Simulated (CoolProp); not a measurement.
Isopentane at several states: Z from the reference equation and from simpler models built on Tc = 187.2 °C, pc = 3.378 MPa, ω = 0.227; each cubic takes its own stable root.

Model: reference Helmholtz-energy equation of state, Lemmon 2006, in CoolProp. It is a short technical equation, of lower accuracy than the large ones.

```json
[
 {"T (°C)": "94.95", "p (MPa)": "0.821", "phase": "liquid", "reference": "0.03615", "Redlich-Kwong": "0.8181", "Soave-Redlich-Kwong": "0.03989"},
 {"T (°C)": "-151.05", "p (MPa)": "2.97", "phase": "liquid", "reference": "(withheld)", "Redlich-Kwong": "0.3042", "Soave-Redlich-Kwong": "0.3040"},
 {"T (°C)": "193.15", "p (MPa)": "4.12", "phase": "supercritical", "reference": "0.2295", "Redlich-Kwong": "0.2801", "Soave-Redlich-Kwong": "(withheld)"},
 {"T (°C)": "0.95", "p (MPa)": "1.56", "phase": "liquid", "reference": "0.07710", "Redlich-Kwong": "0.08472", "Soave-Redlich-Kwong": "(withheld)"},
 {"T (°C)": "91.25", "p (MPa)": "0.112", "phase": "gas", "reference": "0.9750", "Redlich-Kwong": "(withheld)", "Soave-Redlich-Kwong": "0.9762"}
]
```

Problem. Complete the blanks.

Solution. 
- -151.05, reference: 0.2704
- 193.15, Soave-Redlich-Kwong: 0.2862
- 0.95, Soave-Redlich-Kwong: 0.08269
- 91.25, Redlich-Kwong: 0.9778

At some of these states Redlich-Kwong gives the other phase, because its saturation line lies elsewhere.
